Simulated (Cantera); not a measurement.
## Premixed flame

A freely propagating, adiabatic, planar premixed flame of 35.3 % H₂, 13.6 % O₂, 51.1 % N₂, equivalence ratio 1.3, unburnt at 675 K and 5.00 bar; multicomponent transport, grid criteria slope 0.08 and curve 0.16, no radiation.

Model: the H2/O2 subset of GRI-Mech 3.0, which has no nitrogen chemistry, integrated in Cantera. The hydrogen kinetics of GRI-Mech 3.0 are dated; newer H2 mechanisms differ, most at raised pressure. Burning velocities carry a grid error of a few per cent, more on coarse grids.

```csv
z (mm),T (K),u (m/s),x H₂,x O₂,x O,x H₂O₂,x H₂O,x OH
-0.181,675,10.7,0.353,0.136,<1e-8,<1e-8,<1e-8,<1e-8
-0.121,675,10.7,0.353,0.136,<1e-8,<1e-8,<1e-8,<1e-8
-0.0904,675,10.7,0.353,0.136,<1e-8,<1e-8,1.48e-8,<1e-8
-0.0603,675,10.7,0.353,0.136,<1e-8,<1e-8,1.25e-6,<1e-8
-0.0301,704,11.1,0.346,0.136,1.35e-5,8.30e-6,0.00127,7.15e-5
-0.0151,968,14.8,0.307,0.128,0.000486,4.34e-5,0.0261,0.00122
0,1435,21.2,0.211,0.0885,0.00410,1.29e-5,0.113,0.00442
0.0151,1766,25.7,0.127,0.0378,0.00710,3.76e-6,0.207,0.0103
0.0301,1934,27.9,0.0992,0.0170,0.00716,2.34e-6,0.245,0.0139
0.0603,2101,30.0,0.0917,0.00816,0.00583,1.38e-6,0.264,0.0159
0.121,2259,31.9,0.0919,0.00512,0.00383,8.54e-7,0.276,0.0152
0.241,2395,33.5,0.0918,0.00296,0.00212,5.64e-7,0.288,0.0128
0.482,2496,34.6,0.0912,0.00149,0.00103,3.65e-7,0.297,0.00978
```
x: mole fraction of selected species; z is measured from the peak of heat release.

| Property | Value |
|---|---|
| laminar burning velocity | 1070 cm/s |
| thermal thickness | 0.0603 mm |
| peak x(O) | 0.00731 |
| peak x(H₂O₂) | 4.34e-5 |
| peak x(OH) | 0.0159 |
| grid points | 121 |
